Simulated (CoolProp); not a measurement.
Model: reference Helmholtz-energy equation of state, Aleksandrov 2011, in CoolProp. It is a short technical equation, of lower accuracy than the large ones.

Q: Give the vapour pressure (kPa), vapour density (kg/m³), enthalpy of vaporisation (kJ/kg), liquid cp (kJ/(kg K)) of saturated n-undecane at 529.1 K.

A: 
| T (K) | p (kPa) | vapour density (kg/m³) | enthalpy of vaporisation (kJ/kg) | liquid cp (kJ/(kg K)) |
|---|---|---|---|---|
| 529.1 | 364 | 15.5 | 223 | 3.16 |
